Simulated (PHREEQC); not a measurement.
A solution holds 1 mol/kgw LiCl, 0.0014 mol/kgw Na2B4O7 and 1.35e-05 mol/kgw H4SiO4, at 25 °C. Closed to the air; pH follows from the charge balance.

The numbers come from PHREEQC with the Pitzer model, pitzer.dat.

This is a speciation only: nothing precipitates in the calculation.

Task: Estimate the pH, activity of water.

Result: pH 8.69; activity of water 0.964.

Task: In which forms is B present?

Result: B(OH)3 50 %, B(OH)4- 50 % of the B.

In brines, pH and single-ion activities rest on the MacInnes convention.
